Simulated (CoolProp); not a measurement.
A single-stage vapour-compression cycle with cyclopentane: evaporating at 321.15 K (dew point), condensing at 371.15 K (bubble point), superheat 10 K, subcooling 5 K, compressor efficiency 0.7, no pressure losses. Each further row changes one setting.

Computed with CoolProp (reference Helmholtz-energy equation of state, Gedanitz 2015).

| case | cooling COP | pressure ratio | discharge temperature (K) | refrigerating effect (kJ/kg) | volumetric capacity (kJ/m³) |
|---|---|---|---|---|---|
| as stated | 3.92 | 4.09 | 389.4 | 311 | 796 |
| evaporating temperature 326.15 K | 4.50 | 3.47 | 387.9 | 318 | 945 |
| condensing temperature 366.15 K | 4.45 | 3.62 | 384.4 | 322 | 823 |
| subcooling 10 K | 4.05 | 4.09 | 389.4 | 322 | 823 |
| superheat 20 K | 3.96 | 4.09 | 399.0 | 325 | 805 |
| compressor efficiency 0.6 | 3.36 | 4.09 | 397.1 | 311 | 796 |
